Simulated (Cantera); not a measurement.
**Equilibrium for carbon deposition, reforming and gasification: C₂H₄ + CO₂ + N₂**

Feed: 1 mol C₂H₄, 0.87 mol CO₂, 6 mol N₂, held at 877 °C.

Method: chemical equilibrium by Gibbs-energy minimisation in Cantera with the NASA 1993 tables (ideal gas, pure condensed phases). Candidate condensed phases: C, C₆H₆, C₇H₈, C₈H₁₈, H₂O; 136 gas species. The ideal-gas law is rough above about 30 bar. The numbers say what is thermodynamically allowed, not how fast it happens.

```csv
P (Pa),x N₂,x H₂,x CO,x H₂O,x CH₄,x CO₂,x NH₃,n C(graphite)
10,0.616,0.205,0.179,1.72e-7,9.87e-8,1.26e-7,1.78e-9,1.13
46,0.616,0.205,0.179,7.91e-7,4.54e-7,5.79e-7,8.19e-9,1.13
220,0.616,0.205,0.179,3.78e-6,2.17e-6,2.77e-6,3.92e-8,1.13
1000,0.616,0.205,0.179,1.72e-5,9.86e-6,1.26e-5,1.78e-7,1.13
4600,0.616,0.205,0.178,7.90e-5,4.53e-5,5.78e-5,8.18e-7,1.13
22000,0.617,0.205,0.178,0.000376,0.000216,0.000275,3.90e-6,1.13
100000,0.618,0.203,0.175,0.00166,0.000960,0.00121,1.75e-5,1.15
460000,0.626,0.194,0.165,0.00688,0.00403,0.00493,7.55e-5,1.20
2200000,0.648,0.165,0.134,0.0228,0.0140,0.0156,0.000289,1.36
10000000,0.684,0.116,0.0885,0.0481,0.0315,0.0309,0.000796,1.55
```
x: gas mole fraction; n: condensed amount in mol.

From 0.0750 Torr to 75000 Torr the condensed part is C(graphite). The main C-bearing gas is CO throughout.
